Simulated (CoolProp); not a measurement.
Vapour-liquid equilibrium of diethyl ether (1) + acetone (2) at 426.6 K; x and y are mole fractions of (1).

The numbers come from the multi-fluid Helmholtz-energy mixture model, Thol 2014 and Lemmon 2006; pair parameters Bell 2016 in CoolProp.

```csv
x,"bubble pressure, mixture model (bar)","bubble pressure, Raoult's law (bar)","y, mixture model","y, Raoult's law"
0.05,12.79,12.55,0.081,0.075
0.125,13.63,13.06,0.190,0.181
0.2,14.45,13.56,0.286,0.279
0.275,15.22,14.07,0.371,0.370
0.35,15.94,14.57,0.448,0.455
0.425,16.59,15.08,0.517,0.534
0.5,17.18,15.58,0.581,0.608
0.575,17.69,16.09,0.642,0.677
0.65,18.13,16.59,0.700,0.742
0.725,18.49,17.10,0.758,0.803
0.8,18.77,17.60,0.818,0.861
0.875,18.94,18.10,0.881,0.916
0.95,18.99,18.61,0.950,0.967
```

The largest gap from Raoult's law is +10.3 % in bubble pressure, at x = 0.5. y crosses x between x = 0.875 and 0.95: the model has an azeotrope there.

Pair parameters are fitted to limited data, so mixtures are less certain than the pure fluids.
